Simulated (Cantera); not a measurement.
Charge: 1 mol HMDSO, 0.14 mol NO, 0.11 mol N2O, equilibrated at 1823 K and 0.000400 bar.

Equilibrium computed with Cantera from the NASA thermochemical tables; the gas is ideal and each condensed phase is pure. Candidate condensed phases: C, C6H6, C7H8, C8H18, H2O, Si, SiC, SiO2, Si2N2O, Si3N4; 151 gas species. The feed counts by its element totals alone. The numbers say what is thermodynamically allowed, not how fast it happens.

Base state: H2 0.843, CO 0.118, H 0.0199, N2 0.0167, HCN 0.000813, SiO 0.000699, Si 0.000295, C2H2 (acetylene) 0.000178 (mole fractions); condensed: C(graphite) + SiC(s).

Q: What changes in the equilibrium state with this change: temperature from 1823 K to 1448 K?

A: 
| species | before | after |
|---|---|---|
| H2 | 0.843 | 0.862 |
| CO | 0.118 | 0.120 |
| N2 | 0.0167 | 0.0172 |
| H | 0.0199 | 0.000428 |
| SiO | 0.000699 | 0.000187 |
| Si | 0.000295 | 4.32e-8 |
| C2H2 (acetylene) | 0.000178 | 4.10e-6 |
| HNC | 3.25e-5 | 1.25e-6 |
| C(graphite), mol | 2.76 | 2.75 |
| SiC(s), mol | 1.99 | 2.00 |

Q: What changes in the equilibrium state with this change: temperature from 1823 K to 673.15 K?

A: 
```json
[
 {"species": "H2", "before": "0.843", "after": "0.994"},
 {"species": "CH4", "before": "2.03e-7", "after": "0.00601"},
 {"species": "CO", "before": "0.118", "after": "<1e-9"},
 {"species": "H", "before": "0.0199", "after": "<1e-9"},
 {"species": "N2", "before": "0.0167", "after": "<1e-9"},
 {"species": "SiO", "before": "0.000699", "after": "<1e-9"},
 {"species": "HCN", "before": "0.000813", "after": "<1e-9"},
 {"species": "Si", "before": "0.000295", "after": "<1e-9"},
 {"species": "C2H2 (acetylene)", "before": "0.000178", "after": "<1e-9"},
 {"species": "C(graphite), mol", "before": "2.76", "after": "4.84"},
 {"species": "SiC(s), mol", "before": "1.99", "after": "1.10"},
 {"species": "SiO2(α-quartz), mol", "before": "0", "after": "0.535"},
 {"species": "Si2N2O(s), mol", "before": "0", "after": "0.180"}
]
```

Q: What changes in the equilibrium state with this change: temperature from 1823 K to 750 K?

A: 
```tsv
species	before	after
H2	0.843	0.999
CH4	2.03e-7	0.00127
CO	0.118	1.49e-9
H	0.0199	<1e-9
N2	0.0167	<1e-9
SiO	0.000699	<1e-9
HCN	0.000813	<1e-9
Si	0.000295	<1e-9
C2H2 (acetylene)	0.000178	<1e-9
HNC	3.25e-5	<1e-9
C(graphite), mol	2.76	4.88
SiC(s), mol	1.99	1.10
SiO2(α-quartz), mol	0	0.535
Si2N2O(s), mol	0	0.180
```
